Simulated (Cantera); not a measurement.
## Ignition delay

Mixture: CH4 : CO : O2 : N2 = 1 : 0.16 : 1.73 : 11.1 (molar parts), at 5.00 bar, adiabatic and at constant pressure. Ignition delay is the time to a rise of 400 K.

Cantera simulation using GRI-Mech 3.0 (53 species, 325 reactions); the numbers are that mechanism's predictions, not measurements.

| T0 (K) | delay (ms) |
|---|---|
| 1225 | 15.7 |
| 1275 | 8.27 |
| 1325 | 4.49 |
| 1375 | 2.49 |
| 1425 | 1.41 |
| 1475 | 0.817 |

```yaml
apparent activation energy between 1375 and 1475 K: 190 kJ/mol
```
